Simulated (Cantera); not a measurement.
A closed system holds: 1 mol Si, a varied amount of Cl2, 36 mol H2, equilibrated at 600 °C and 0.000490 bar.

Cantera equilibrium calculation (NASA polynomials, part measured and part estimated; ideal gas, pure solids and liquids). Candidate condensed phases: Si; 19 gas species. The numbers say what is thermodynamically allowed, not how fast it happens.

Question: Which condensed phases are stable at each of these points (n(Cl2) (mol)): 0.89, 1.3, 1.7, 2.1, 2.4, 2.8, 3.2, 3.6, 4, 4.4, 4.8, 5.2?

Answer: 
| n(Cl2) (mol) | condensed phases | Si condensed (%) |
|---|---|---|
| 0.89 | Si(s) | 65.0 |
| 1.3 | Si(s) | 45.3 |
| 1.7 | Si(s) | 25.7 |
| 2.1 | Si(s) | 6.0 |
| 2.4 | gas only | 0.0 |
| 2.8 | gas only | 0.0 |
| 3.2 | gas only | 0.0 |
| 3.6 | gas only | 0.0 |
| 4 | gas only | 0.0 |
| 4.4 | gas only | 0.0 |
| 4.8 | gas only | 0.0 |
| 5.2 | gas only | 0.0 |

From 0.89 mol Cl2 to 2.1 mol Cl2 the condensed part is Si(s). From 2.4 mol Cl2 to 5.2 mol Cl2 nothing is condensed.
